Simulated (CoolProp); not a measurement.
A single-stage vapour-compression cycle with the fluid: evaporating at 194.15 K (dew point), condensing at 230.15 K (bubble point), superheat 8 K, subcooling 8 K, compressor efficiency 0.9, no pressure losses. The same conditions are run with several fluids, on thermodynamics alone (safety and materials aside).

The numbers come from the reference Helmholtz-energy equation of state of each fluid (propane: Lemmon 2009; R13: Platzer 1990; CH3F (R41): Lemmon 2006; carbonyl sulfide: Lemmon 2006; nitrous oxide: Lemmon 2006; R115: Lemmon 2016) in CoolProp. The equations of Platzer and Polt are older, rougher fits.

| fluid | cooling COP | pressure ratio | discharge temperature (K) | refrigerating effect (kJ/kg) | volumetric capacity (kJ/m³) |
|---|---|---|---|---|---|
| propane | 4.40 | 6.99 | 270.4 | 411 | 152 |
| R13 | 4.29 | 4.71 | 261.7 | 127 | 942 |
| CH3F (R41) | 4.10 | 5.24 | 306.8 | 439 | 900 |
| carbonyl sulfide | 4.17 | 6.58 | 313.9 | 299 | 229 |
| nitrous oxide | 4.09 | 4.88 | 302.1 | 321 | 1500 |
| R115 | 4.45 | 7.70 | 247.6 | 119 | 122 |
